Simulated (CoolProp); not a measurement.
Vapour-liquid equilibrium of R125 (1) + R227EA (2) at 26.15 °C; x and y are mole fractions of (1).

The numbers come from the multi-fluid Helmholtz-energy mixture model, Lemmon 2005 and Lemmon 2016; pair parameters Bell 2016 in CoolProp.

```csv
x,bubble pressure (MPa),y at the bubble point,dew pressure at overall composition x (MPa),liquid density (mol/L)
0.05,0.5123,0.114,0.4882,8.214
0.15,0.5972,0.300,0.5268,8.379
0.25,0.6846,0.446,0.5717,8.546
0.35,0.7744,0.562,0.6245,8.717
0.45,0.8664,0.659,0.6875,8.889
0.55,0.9605,0.739,0.7637,9.064
0.65,1.057,0.809,0.8574,9.239
0.75,1.156,0.870,0.9743,9.416
0.85,1.259,0.925,1.122,9.592
0.95,1.365,0.976,1.309,9.766
```

No azeotrope shows between x = 0.05 and 0.95.

Pair parameters are fitted to limited data, so mixtures are less certain than the pure fluids.
